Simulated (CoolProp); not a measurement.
Vapour-liquid equilibrium of p-xylene (1) + n-nonane (2) at 553 kPa; x and y are mole fractions of (1).

The numbers come from the multi-fluid Helmholtz-energy mixture model, Zhou 2012 and Lemmon 2006; pair parameters Bell 2016 in CoolProp.

Question: Give the bubble temperature and the first vapour's composition at x = 0.35, 0.5, 0.8. Is there an azeotrope?

Answer: x = 0.35: 496.7 K, y = 0.395; x = 0.5: 494.8 K, y = 0.546; x = 0.8: 491.1 K, y = 0.828. No azeotrope shows between x = 0.05 and 0.95.

The pair parameters rest on a limited set of measurements; away from them the model extrapolates.
